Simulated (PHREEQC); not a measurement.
A solution holds 3.2 mol/kgw LiCl, 0.065 mol/kgw KCl and 0.15 mol/kgw NaCl, at 20 °C. Closed to the air; pH follows from the charge balance.

All values are PHREEQC results (Pitzer model, pitzer.dat), not measurements.

Problem. The ionic strength comes out as 3.42 mol/kgw. What activity coefficients do K+, Cl-, Na+, Li+ get?

Solution. K+ 1.2, Cl- 0.57, Na+ 1.6, Li+ 2.9. Single-ion values are on the MacInnes scale.

Precipitation was switched off in this run.
